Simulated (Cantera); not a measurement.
Charge: 1 mol PbO, 2.4 mol CH4, 10 mol H2, held at 2375 K and 13.3 mbar.

Cantera equilibrium calculation (NASA polynomials, part measured and part estimated; ideal gas, pure solids and liquids). Candidate condensed phases: C, C6H6, C7H8, C8H18, H2O, Pb, PbO, PbO2, Pb3O4; 113 gas species. Equilibrium is a limit: real reactors are often held back by kinetics, nucleation or transport.

Base state: H2 0.775, H 0.108, CO 0.0563, Pb 0.0563, C2H2 (acetylene) 0.00481, C2H 3.62e-5, C4H2 1.23e-5 (mole fractions); condensed: C(graphite).

Problem. What changes in the equilibrium state with this change: temperature from 2375 K to 1973 K?

Solution. 
| species | before | after |
|---|---|---|
| H2 | 0.775 | 0.870 |
| CO | 0.0563 | 0.0592 |
| Pb | 0.0563 | 0.0592 |
| H | 0.108 | 0.0109 |
| C2H2 (acetylene) | 0.00481 | 0.000557 |
| C2H | 3.62e-5 | 1.19e-7 |
| C4H2 | 1.23e-5 | 1.43e-7 |
| C(graphite), mol | 1.23 | 1.38 |
